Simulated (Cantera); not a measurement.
A closed system holds: 1 mol PbO, 0.8 mol H2, held at 1330 Pa.

Cantera equilibrium calculation (NASA polynomials, part measured and part estimated; ideal gas, pure solids and liquids). Candidate condensed phases: H2O, Pb, PbO, PbO2, Pb3O4; 12 gas species. Each liquid is taken as pure. Mutual solubility and eutectic melting of coexisting phases are not modelled. Gases not in the tables: (PbO)n polymers. Equilibrium is a limit: real reactors are often held back by kinetics, nucleation or transport.

x: gas mole fraction; n: condensed amount in mol.

```json
[
 {"T (K)": "548", "x H2O": "1.000", "x Pb": "9.81e-12", "x PbO": "<1e-12", "x H2": "1.09e-5", "x O2": "<1e-12", "x OH": "<1e-12", "n Pb(s)": "0.800", "n PbO(red)": "0.200", "n Pb(l)": "0", "n PbO(yellow)": "0", "n PbO(l)": "0"},
 {"T (K)": "648", "x H2O": "1.000", "x Pb": "6.31e-9", "x PbO": "<1e-12", "x H2": "2.60e-5", "x O2": "<1e-12", "x OH": "<1e-12", "n Pb(s)": "0", "n PbO(red)": "0.200", "n Pb(l)": "0.800", "n PbO(yellow)": "0", "n PbO(l)": "0"},
 {"T (K)": "748", "x H2O": "1.000", "x Pb": "6.56e-7", "x PbO": "2.79e-10", "x H2": "4.80e-5", "x O2": "<1e-12", "x OH": "<1e-12", "n Pb(s)": "0", "n PbO(red)": "0.200", "n Pb(l)": "0.800", "n PbO(yellow)": "0", "n PbO(l)": "0"},
 {"T (K)": "848", "x H2O": "1.000", "x Pb": "2.24e-5", "x PbO": "5.69e-8", "x H2": "7.94e-5", "x O2": "<1e-12", "x OH": "1.02e-11", "n Pb(s)": "0", "n PbO(red)": "0", "n Pb(l)": "0.800", "n PbO(yellow)": "0.200", "n PbO(l)": "0"},
 {"T (K)": "948", "x H2O": "1.000", "x Pb": "0.000359", "x PbO": "3.67e-6", "x H2": "0.000121", "x O2": "…", "x OH": "5.97e-10", "n Pb(s)": "0", "n PbO(red)": "0", "n Pb(l)": "0.800", "n PbO(yellow)": "0.200", "n PbO(l)": "0"},
 {"T (K)": "1048", "x H2O": "0.996", "x Pb": "0.00335", "x PbO": "0.000105", "x H2": "0.000173", "x O2": "…", "x OH": "1.59e-8", "n Pb(s)": "0", "n PbO(red)": "0", "n Pb(l)": "0.797", "n PbO(yellow)": "0.200", "n PbO(l)": "0"},
 {"T (K)": "1148", "x H2O": "0.977", "x Pb": "0.0210", "x PbO": "0.00162", "x H2": "0.000234", "x O2": "…", "x OH": "2.37e-7", "n Pb(s)": "0", "n PbO(red)": "0", "n Pb(l)": "0.783", "n PbO(yellow)": "0.199", "n PbO(l)": "0"},
 {"T (K)": "1248", "x H2O": "0.889", "x Pb": "0.0975", "x PbO": "0.0132", "x H2": "0.000341", "x O2": "…", "x OH": "1.99e-6", "n Pb(s)": "0", "n PbO(red)": "0", "n Pb(l)": "0.712", "n PbO(yellow)": "0", "n PbO(l)": "0.188"},
 {"T (K)": "1348", "x H2O": "0.566", "x Pb": "0.358", "x PbO": "0.0754", "x H2": "0.000337", "x O2": "…", "x OH": "9.95e-6", "n Pb(s)": "0", "n PbO(red)": "0", "n Pb(l)": "0.293", "n PbO(yellow)": "0", "n PbO(l)": "0.0940"},
 {"T (K)": "1448", "x H2O": "0.444", "x Pb": "0.444", "x PbO": "0.111", "x H2": "0.000474", "x O2": "…", "x OH": "3.88e-5", "n Pb(s)": "0", "n PbO(red)": "0", "n Pb(l)": "0", "n PbO(yellow)": "0", "n PbO(l)": "0"},
 {"T (K)": "1548", "x H2O": "0.443", "x Pb": "0.444", "x PbO": "0.112", "x H2": "0.000918", "x O2": "…", "x OH": "0.000130", "n Pb(s)": "0", "n PbO(red)": "0", "n Pb(l)": "0", "n PbO(yellow)": "0", "n PbO(l)": "0"},
 {"T (K)": "1648", "x H2O": "0.442", "x Pb": "0.444", "x PbO": "0.111", "x H2": "0.00165", "x O2": "…", "x OH": "0.000378", "n Pb(s)": "0", "n PbO(red)": "0", "n Pb(l)": "0", "n PbO(yellow)": "0", "n PbO(l)": "0"}
]
```

What belongs in the gaps?


- 948, x O2: 1.49e-12
- 1048, x O2: 2.90e-10
- 1148, x O2: 2.21e-8
- 1248, x O2: 5.63e-7
- 1348, x O2: 8.26e-6
- 1448, x O2: 5.58e-5
- 1548, x O2: 0.000217
- 1648, x O2: 0.000713
